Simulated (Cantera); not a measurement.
A freely propagating, adiabatic, planar premixed flame of H2 : O2 : N2 : H2O = 1 : 0.208 : 0.783 : 0.17 (molar parts), equivalence ratio 2.4, unburnt at 500 K and 9.87 atm; mixture-averaged transport, grid criteria slope 0.08 and curve 0.16, no radiation.

Computed with Cantera and the H2/O2 subset of GRI-Mech 3.0, which has no nitrogen chemistry. The hydrogen kinetics of GRI-Mech 3.0 are dated; newer H2 mechanisms differ, most at raised pressure. Burning velocities carry a grid error of a few per cent, more on coarse grids.

```tsv
quantity	before	after
laminar burning velocity	324 cm/s	365 cm/s
thermal thickness	0.0272 mm	0.0262 mm
peak x(H2O2)	0.000221	0.000192
peak x(OH)	0.00122	0.00136
peak x(O)	0.000437	0.000524
```

Problem. Name the change that produced these shifts.
A) H2 1 to 1.3 parts
B) H2 1 to 0.77 parts
C) H2 1 to 0.79 parts
D) H2O 0.17 to 0.13 parts

Solution. D, H2O 0.17 to 0.13 parts
